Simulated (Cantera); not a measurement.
**Ignition delay**

Mixture: CO : H₂ : CH₄ : O₂ : N₂ = 1 : 0.39 : 0.17 : 1.04 : 3.89 (molar parts), equivalence ratio 1.00, at 3750 Torr, adiabatic and at constant volume. Ignition delay is the time to a rise of 400 K.

Model: GRI-Mech 3.0 (53 species, 325 reactions), integrated in Cantera.

```csv
T0 (K),delay (ms)
1173,0.116
1248,0.0512
1323,0.0274
1398,0.0167
1473,0.0111
```

- apparent activation energy between 1323 and 1473 K: 98 kJ/mol
